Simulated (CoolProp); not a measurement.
A simple Rankine cycle with cyclopropane: condensing at 289.15 K, boiler at 1.74 MPa, turbine inlet 349.8 K, turbine efficiency 0.6, pump efficiency 0.6, no recuperator. Each further row changes one setting.

Model: reference Helmholtz-energy equation of state, Polt 1992, in CoolProp. This equation is an older, rougher fit; its heat capacities, sound speeds and derivatives of the liquid may be far off and weren't checked against measurements.

```json
[
 {"case": "as stated", "thermal efficiency (%)": "7.0", "net work (kJ/kg)": "[?]", "heat in (kJ/kg)": "477", "turbine exit temperature (K)": "307.1", "volume ratio over the turbine": "[?]"},
 {"case": "turbine inlet 369.8 K", "thermal efficiency (%)": "[?]", "net work (kJ/kg)": "37.3", "heat in (kJ/kg)": "518", "turbine exit temperature (K)": "330.3", "volume ratio over the turbine": "[?]"},
 {"case": "condensing temperature 281.15 K", "thermal efficiency (%)": "8.2", "net work (kJ/kg)": "40.4", "heat in (kJ/kg)": "496", "turbine exit temperature (K)": "[?]", "volume ratio over the turbine": "3.84"},
 {"case": "boiler pressure 1.22 MPa", "thermal efficiency (%)": "5.1", "net work (kJ/kg)": "25.4", "heat in (kJ/kg)": "494", "turbine exit temperature (K)": "[?]", "volume ratio over the turbine": "2.12"},
 {"case": "turbine efficiency 0.5", "thermal efficiency (%)": "5.7", "net work (kJ/kg)": "27.4", "heat in (kJ/kg)": "477", "turbine exit temperature (K)": "[?]", "volume ratio over the turbine": "[?]"}
]
```

**Question.** Fill in the missing entries.

**Answer.** 
- as stated, net work (kJ/kg): 33.4
- as stated, volume ratio over the turbine: 3.06
- turbine inlet 369.8 K, thermal efficiency (%): 7.2
- turbine inlet 369.8 K, volume ratio over the turbine: 3.04
- condensing temperature 281.15 K, turbine exit temperature (K): 299.5
- boiler pressure 1.22 MPa, turbine exit temperature (K): 323.0
- turbine efficiency 0.5, turbine exit temperature (K): 311.1
- turbine efficiency 0.5, volume ratio over the turbine: 3.11
